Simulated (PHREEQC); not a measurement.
0.043 g of hydrous ferric oxide (600 m²/g; 0.2 weak and 0.005 strong sites per Fe, Dzombak-Morel constants, diffuse double layer) in 1 kg of water with 0.01 mol/kgw of an inert sodium salt and 1.9e-05 mol/kgw MgCl2, at 25 °C; the pH is set by adding NaOH or the inert anion's acid. Oxygen alone is held at its pressure in air (log pO2 = -0.68). No CO2 enters from the air. No solid was allowed to form.

Computed with PHREEQC (ion-association model, wateq4f.dat).

Q: Predict surface charge σ (C/m²), surface potential ψ (mV) at pH = 4, 5, 8, 8.5.

A: 
```tsv
pH	surface charge σ (C/m²)	surface potential ψ (mV)
4	0.216	185
5	0.113	152
8	0.002	8
8.5	-0.003	-13
```

The oxide is taken as insoluble; below pH 4 it would dissolve.
